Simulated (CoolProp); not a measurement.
Saturation properties of diethyl ether.

Values from CoolProp's reference Helmholtz-energy equation of state, Thol 2014.

| T (°C) | p (MPa) | vapour density (kg/m³) | enthalpy of vaporisation (kJ/kg) | liquid cp (kJ/(kg K)) | surface tension (mN/m) |
|---|---|---|---|---|---|
| 27.95 | (withheld) | 2.464 | 363.8 | 2.344 | 16.2 |
| 35.75 | 0.1061 | 3.214 | 357.0 | 2.372 | 15.2 |
| 43.55 | 0.1385 | 4.133 | 350.1 | 2.402 | 14.3 |
| 51.35 | (withheld) | 5.245 | 342.9 | 2.432 | 13.4 |
| 59.15 | 0.2259 | 6.578 | 335.4 | 2.464 | 12.5 |
| 66.95 | 0.2831 | 8.165 | (withheld) | 2.498 | 11.6 |
| 74.85 | 0.3515 | 10.06 | 319.5 | 2.534 | 10.7 |
| 82.65 | 0.4307 | 12.27 | 311.1 | 2.571 | 9.87 |
| 90.45 | 0.5226 | 14.85 | 302.4 | 2.612 | 9.01 |

Question: Fill in the missing entries.

Answer: 
- 27.95, p (MPa): 0.07994
- 51.35, p (MPa): 0.1781
- 66.95, enthalpy of vaporisation (kJ/kg): 327.7

It boils at 34.5 °C under 1 atm.

Surface tension comes from a separate correlation (Mulero 2014).
